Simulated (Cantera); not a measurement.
Feed: 1 mol Ti, 0.19 mol O₂, 120 mol H₂, at 827 °C and 42.0 Pa.

Equilibrium computed with Cantera from the NASA thermochemical tables; the gas is ideal and each condensed phase is pure. Candidate condensed phases: H₂O, Ti, TiO, TiO₂, Ti₂O₃, Ti₃O₅, Ti₄O₇; 12 gas species. Mutual solubility and eutectic melting of coexisting phases are not modelled. TiO: taken at fixed stoichiometry. Condensed phases not in the tables: N, O or C dissolved in the metal. Kinetics and transport are ignored.

Base state: H₂ 1.000 (mole fractions); condensed: Ti(α) + TiO(s).

**Question.** What changes in the equilibrium state with this change: O₂ from 0.19 to 13 mol?

**Answer.** 
```tsv
species	before	after
H₂	1.000	0.800
H₂O	<1e-9	0.200
Ti(α), mol	0.620	0
TiO(s), mol	0.380	0
TiO₂(rutile), mol	0	1.00
```
